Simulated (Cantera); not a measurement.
Cantera run:

```python
import numpy as np
import cantera as ct

gas_names = """
    Ca CaF CaF2 CaO CaOH CaO2H2 Ca2 F FO FO2 F2 F2O H HF HOF HO2 H2 H2F2 H2O H2O2 H3F3 H4F4 H5F5 H6F6
    H7F7 O OH O2 O3
""".split()
cond_names = """
    Ca(a) Ca(b) Ca(L) CaF2(a) CaF2(b) CaF2(L) CaO(s) CaO(L) CaO2H2(s) H2O(s) H2O(L)
""".split()


# ... load() reads the species with a 1 bar reference pressure and builds the phases ...
atoms = {
    'CaF2': {'Ca': 1, 'F': 2},
    'O2': {'O': 2},
    'H2': {'H': 2},
}
top_T = {}  # K; cautious upper limits of use, not melting points


# ... equilibrate(T, P, feed) seeds the gas with the atoms and calls Mixture.equilibrate('TP', solver="vcs", rtol=1e-11, max_steps=5000) ...
results = []
T = 1425  # K
P = 0.81  # Pa
for m in [0.45, 1.2, 2, 2.8, 3.5, 4.3, 5.1]:
    feed = {'CaF2': 1, 'O2': 2.8, 'H2': m}  # mol
    mix = equilibrate(T, P, feed)
    results.append((T, P, feed, dict(zip(mix.species_names, mix.species_moles))))

top = {s: max(r[3][s] / sum(r[3][g] for g in gas_names) for r in results) for s in gas_names}
cols = sorted((s for s in top if top[s] > 0.001), key=lambda s: -top[s])[:9]
seen = [c for c in cond_names if any(r[3].get(c, 0) > 1e-12 for r in results)]
print("log10 of partial pressures in bar; condensed amounts in mol")
print(f"{'n(H2)':>10s}" + "".join(f"{s[:9]:>10s}" for s in cols + seen))
for T, P, feed, n in results:
    ng = sum(n[g] for g in gas_names)
    print(f"{feed['H2']:10.4g}" + "".join(f"{np.log10(max(n[s] / ng * P / 1e5, 1e-99)):10.3f}" for s in cols)
          + "".join(f"{n.get(c, 0):10.4g}" for c in seen))
```

Result:

```
log10 of partial pressures in bar; condensed amounts in mol
     n(H2)        O2       H2O        HF      CaF2        OH   CaF2(b)    CaO(s)
      0.45    -5.241    -7.328    -5.719    -6.395    -8.710    0.3907    0.4285
       1.2    -5.393    -6.310    -5.465    -6.903    -8.239         0    0.9321
         2    -5.518    -5.766    -5.481    -7.479    -7.998         0    0.9803
       2.8    -5.662    -5.551    -5.512    -7.756    -7.927         0    0.9887
       3.5    -5.816    -5.438    -5.539    -7.924    -7.908         0    0.9918
       4.3    -6.054    -5.348    -5.568    -8.072    -7.923         0    0.9938
       5.1    -6.496    -5.282    -5.596    -8.193    -8.001         0     0.995
```

Equilibrium computed with Cantera from the NASA thermochemical tables; the gas is ideal and each condensed phase is pure. Mutual solubility and eutectic melting of coexisting phases are not modelled.
